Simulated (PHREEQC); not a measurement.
PHREEQC input (Pitzer model, pitzer.dat):

```
SOLUTION 1
  temp 20
  units mol/kgw
  pH 7 charge
  C(4) 0.088
  Na 1.185
  S(6) 0.46
  Cl 0.509
  K 0.42
END
USE solution 1
INCREMENTAL_REACTIONS false
REACTION 1
  H2O -1
  0 9.886 18.011 24.689 30.178 34.689 38.397 41.444
  43.949 46.007 47.699 49.089 50.232 51.172 51.944 moles
EQUILIBRIUM_PHASES 1
  Arcanite 0 0
  Burkeite 0 0
  Glaserite 0 0
  Halite 0 0
  Kalicinite 0 0
  Mirabilite 0 0
  Misenite 0 0
  Nahcolite 0 0
  Natron 0 0
  Sylvite 0 0
  Thenardite 0 0
  Trona 0 0
  CO2(g) -3.4 10
SELECTED_OUTPUT 1
  -reset false
  -pH true
  -pe true
  -ionic_strength true
  -water true
  -activities H2O
  -totals C Cl K Na S
  -molalities H+ Na+ K+ Cl- CO3-2 SO4-2 OH- HCO3- CO2 HSO4-
  -equilibrium_phases Arcanite Burkeite Glaserite Halite Kalicinite Mirabilite Misenite Nahcolite Natron Sylvite
    Thenardite Trona
PRINT
  -reset false
END
```

Selected output (columns that matter, 15 of 15 rows; water left (kg) added in front):

```
water left (kg)	pH	mu	C	Cl	K	Na	S	m_H+	la_H2O	Burkeite	Glaserite	Halite	Mirabilite	Thenardite
0.999525	9.6069	2.1257	0.11632	0.50924	0.4202	1.1856	0.46022	4.3422e-10	-0.016034	0	0	0	0	0
0.821462	9.6286	2.5894	0.13865	0.61963	0.51128	1.4426	0.55998	3.9598e-10	-0.019406	0	0	0	0	0
0.675121	9.6488	3.1538	0.16552	0.75394	0.62211	1.7552	0.68136	3.5195e-10	-0.023583	0	0	0	0	0
0.554844	9.6679	3.8409	0.19798	0.91737	0.75697	2.1357	0.82906	3.0119e-10	-0.028825	0	0	0	0	0
0.455984	9.6863	4.6773	0.23733	1.1163	0.92109	2.5988	1.0088	2.4405e-10	-0.035507	0	0	0	0	0
0.374737	9.7047	5.6949	0.28526	1.3583	1.1208	3.1622	1.2275	1.8296e-10	-0.044178	0	0	0	0	0
0.30796	9.72	6.532	0.34237	1.6528	1.1626	3.7808	1.3595	1.3859e-10	-0.053347	0	0.020658	0	0	0
0.253093	9.73	7.3129	0.4106	2.0111	1.094	4.4936	1.4406	1.0593e-10	-0.064097	0	0.047702	0	0	0
0.204563	9.7433	8.1212	0.50027	2.4882	1.0259	5.2644	1.4708	7.7054e-11	-0.07807	0	0.070046	0	0.01903	0
0.161151	9.761	8.9719	0.62431	3.1585	0.9573	6.129	1.4178	5.2279e-11	-0.097405	0	0.088577	0	0.054365	0
0.135739	9.7645	9.9393	0.73409	3.7498	0.86474	7.0687	1.4435	3.6169e-11	-0.11881	0	0.10087	0	0.026315	0.036001
0.115464	9.7932	9.9308	0.8444	4.4083	0.91328	7.2354	1.1138	2.9361e-11	-0.13182	0.00066557	0.10485	0	0	0.12036
0.0949334	9.7384	9.6184	0.67416	5.1968	0.9894	7.2027	0.89478	2.6279e-11	-0.14265	0.030768	0.10869	0.015647	0	0.096136
0.0780201	9.7384	9.6184	0.67416	5.1968	0.9894	7.2027	0.89478	2.6279e-11	-0.14265	0.040965	0.11427	0.10354	0	0.079721
0.0641296	9.7384	9.6184	0.67416	5.1968	0.9894	7.2027	0.89478	2.6279e-11	-0.14265	0.049339	0.11885	0.17573	0	0.06624
```

Complexes and solids missing from the database can't appear.
